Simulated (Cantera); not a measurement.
Input: 1 mol PbO, 9 mol CO, 4.4 mol C, equilibrated at 1623 K and 0.0170 bar.

Equilibrium computed with Cantera from the NASA thermochemical tables; the gas is ideal and each condensed phase is pure. Candidate condensed phases: C, Pb, PbO, PbO₂, Pb₃O₄; 15 gas species. Rates play no part.

Base state: CO 0.909, Pb 0.0909 (mole fractions); condensed: C(graphite).

Q: What changes in the equilibrium state with this change: C from 4.4 to 0.68 mol?

A: 
```
species            before   after
----------------  -------  ------
CO                  0.909   0.876
Pb                 0.0909  0.0936
CO₂               3.43e-6  0.0300
C(graphite), mol     3.40       0
```
